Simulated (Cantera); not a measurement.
A closed system holds: 1 mol B, 0.21 mol HCl, 1.3 mol O2, held at 1275 K and 180 Torr.

Equilibrium computed with Cantera from the NASA thermochemical tables; the gas is ideal and each condensed phase is pure. Candidate condensed phases: B, B2O3, B3O3H3, H2O; 33 gas species. Gases not in the tables: H3BO3. The numbers say what is thermodynamically allowed, not how fast it happens.

Base state: O2 0.717, HCl 0.207, H2O 0.0366, Cl2 0.0352, Cl 0.00378, HBO2 0.000884, ClO 5.38e-5, (HBO2)3 3.07e-5 (mole fractions); condensed: B2O3(l).

**Question.** What changes in the equilibrium state with this change: temperature from 1275 K to 1423 K?

**Answer.** 
| species | before | after |
|---|---|---|
| O2 | 0.717 | 0.714 |
| HCl | 0.207 | 0.215 |
| H2O | 0.0366 | 0.0296 |
| Cl2 | 0.0352 | 0.0261 |
| Cl | 0.00378 | 0.0112 |
| HBO2 | 0.000884 | 0.00414 |
| B2O3 | 3.83e-7 | 1.71e-5 |
| BOCl | 9.18e-7 | 1.44e-5 |
| B2O3(l), mol | 0.500 | 0.498 |
The tables' values for BOCl are old estimates; treat these amounts as uncertain.

**Question.** What changes in the equilibrium state with this change: B replaced by AlN?

**Answer.** 
| species | before | after |
|---|---|---|
| O2 | 0.717 | 0.430 |
| N2 | 0 | 0.400 |
| HCl | 0.207 | 0.128 |
| Cl2 | 0.0352 | 0.0188 |
| H2O | 0.0366 | 0.0202 |
| HBO2 | 0.000884 | 0 |
| NO | 0 | 0.000342 |
| (HBO2)3 | 3.07e-5 | 0 |
| HOCl | 2.15e-5 | 1.03e-5 |
| ClO | 5.38e-5 | 3.05e-5 |
| B2O3(l), mol | 0.500 | 0 |
| Al2O3(s), mol | 0 | 0.500 |
Further candidate phases: Al, AlCl3, AlN, Al2O3, NH4Cl.

**Question.** What changes in the equilibrium state with this change: temperature from 1275 K to 950 K?

**Answer.** 
```csv
species,before,after
O2,0.717,0.714
HCl,0.207,0.150
Cl2,0.0352,0.0679
H2O,0.0366,0.0674
(HBO2)3,3.07e-5,0.000311
HBO2,0.000884,4.60e-6
Cl,0.00378,9.41e-5
"B2O3(l), mol",0.500,0.500
```
